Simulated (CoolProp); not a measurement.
A single-stage vapour-compression cycle with R404A: evaporating at 281.15 K (dew point), condensing at 319.15 K (bubble point), superheat 2 K, subcooling 2 K, compressor efficiency 0.75, no pressure losses. Each further row changes one setting.

The numbers come from the reference Helmholtz-energy equation of state, Lemmon 2003 in CoolProp. It is a pseudo-pure fit of the blend.

```
case                              cooling COP  pressure ratio  discharge temperature (K)  refrigerating effect (kJ/kg)  volumetric capacity (kJ/m³)
--------------------------------  -----------  --------------  -------------------------  ----------------------------  ---------------------------
as stated                                3.99            2.74                      330.8                           105                         4050
evaporating temperature 286.15 K         4.81             ___                      329.6                           ___                          ___
condensing temperature 314.15 K           ___             ___                      324.8                           113                          ___
subcooling 7 K                            ___            2.74                      330.8                           114                          ___
superheat 12 K                           4.07            2.74                      340.3                           115                         4180
compressor efficiency 0.65               3.46            2.74                      333.9                           105                         4050
```

Q: Some entries are withheld; supply them.

A: 
- evaporating temperature 286.15 K, pressure ratio: 2.37
- evaporating temperature 286.15 K, refrigerating effect (kJ/kg): 107
- evaporating temperature 286.15 K, volumetric capacity (kJ/m³): 4820
- condensing temperature 314.15 K, cooling COP: 4.86
- condensing temperature 314.15 K, pressure ratio: 2.44
- condensing temperature 314.15 K, volumetric capacity (kJ/m³): 4380
- subcooling 7 K, cooling COP: 4.32
- subcooling 7 K, volumetric capacity (kJ/m³): 4390
